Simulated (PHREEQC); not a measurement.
Solution (25 °C): 0.0029 mol Ag2SO4, 0.00018 mol NaCl and 0.00051 mol Zn(NO3)2 per kg of water. Closed to the air; pH follows from the charge balance.

The numbers come from PHREEQC with the ion-association model, wateq4f.dat.

```tsv
quantity	before	after
pH	6.28	6.51
ionic strength (mol/kgw)	0.00942	0.00200
SO4-2 (mol/kgw)	0.00260	0.000561
Zn+2 (mol/kgw)	0.000396	9.34e-5
AgSO4- (mol/kgw)	0.000186	1.01e-5
SI of Zincite(c) (ZnO)	-2.15	-2.24
SI of Zn(OH)2-e (Zn(OH)2)	-2.51	-2.60
```

Problem. Which change was made?
A) 3.5e-05 mol/kgw H2SO4 added
B) diluted 5-fold with water
C) Zn(NO3)2 from 0.00051 to 0.000765 mol/kgw
D) Ag2SO4 from 0.0029 to 0.0145 mol/kgw
E) Zn(NO3)2 from 0.00051 to 0.0051 mol/kgw

Solution. B, diluted 5-fold with water

No solid was allowed to form. Some of these states are supersaturated (in Cerargyrite, for instance).
